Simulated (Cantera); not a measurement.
Predominance diagram of Ba at 952 °C against the partial pressures of O2 and F2 (log10, bar). Standard-state values (1 bar) from the NASA 1993 polynomials, evaluated with Cantera. Candidates: Ba(l), BaF2(s), BaO(s). Only these pure phases compete in this equilibrium. Not in the tables: the peroxide, oxide halides.

### Question
Which phase is stable at these pairs, and which metal-bearing vapour leads over it? (-2.5, -26.7); (1, -23.3); (-6, -16.7); (-24.8, -6.7); (-6, -26.7); (-14.3, -26.7); (-9.6, -26.7)

### Answer
| log p(O2) | log p(F2) | phase | chief vapour | log p (bar) |
|---|---|---|---|---|
| -2.5 | -26.7 | BaO(s) | BaF2 | -8.3 |
| 1 | -23.3 | BaF2(s) | BaF2 | -7.4 |
| -6 | -16.7 | BaF2(s) | BaF2 | -7.4 |
| -24.8 | -6.7 | BaF2(s) | BaF2 | -7.4 |
| -6 | -26.7 | BaF2(s) | BaF2 | -7.4 |
| -14.3 | -26.7 | BaF2(s) | BaF2 | -7.4 |
| -9.6 | -26.7 | BaF2(s) | BaF2 | -7.4 |
